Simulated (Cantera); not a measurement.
Feed: 1 mol SiO2, 0.0032 mol Si, 3.2 mol H2, at 7.20 bar.

Equilibrium computed with Cantera from the NASA thermochemical tables; the gas is ideal and each condensed phase is pure. Candidate condensed phases: H2O, Si, SiO2; 18 gas species. The tables hold silica as quartz up to 1696 K and as liquid above; real silica turns to tridymite and cristobalite and melts near 1996 K. Rates play no part.

### Question
At 1925 K, list the 4 most abundant gas species with their mole fractions, and the condensed phases.

### Answer
H2 0.996, SiO 0.00298, H2O 0.000988, H 0.000356. Condensed: SiO2(condensed).
